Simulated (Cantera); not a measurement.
A perfectly stirred reactor is fed with C2H6 : N2 = 1 : 4.5 (molar parts), at 1.01 bar; it is held at 1050 K, and followed from long to short residence time.

Cantera simulation using GRI-Mech 3.0 (53 species, 325 reactions); the numbers are that mechanism's predictions, not measurements. GRI-Mech 3.0 stops at C3 and has no aromatics, soot or wall deposition, so with more carbon than oxygen in the feed, carbon stays in small species such as C2H2 where larger ones or solid carbon would form.

### Question
Predict: x(C2H6) at τ = 18.0 s; x(H) at τ = 18.0 s; x(C2H6) at τ = 91.0 ms; x(H) at τ = 91.0 ms.

### Answer
| Item | Result |
|---|---|
| x(C2H6) at τ = 18.0 s | 0.0236 |
| x(H) at τ = 18.0 s | 5.73e-8 |
| x(C2H6) at τ = 91.0 ms | 0.156 |
| x(H) at τ = 91.0 ms | 8.10e-8 |
